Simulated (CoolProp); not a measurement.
Nitrous oxide at 298.15 K and 8.27 MPa is throttled through a valve to 3.7 MPa with no heat exchange. Each further row changes one setting.

Model: reference Helmholtz-energy equation of state, Lemmon 2006, in CoolProp. It is a short technical equation, of lower accuracy than the large ones.

```csv
case,temperature change (K),final phase,final density (kg/m³)
as stated,…,"two-phase, vapour fraction 0.181",373
outlet pressure 1.11 MPa,-60.2,…,67.1
outlet pressure 4.81 MPa,…,"two-phase, vapour fraction 0.064",624
```

**Question.** What belongs in the gaps?

**Answer.** 
- as stated, temperature change (K): -18.2
- outlet pressure 1.11 MPa, final phase: two-phase, vapour fraction 0.412
- outlet pressure 4.81 MPa, temperature change (K): -7.2
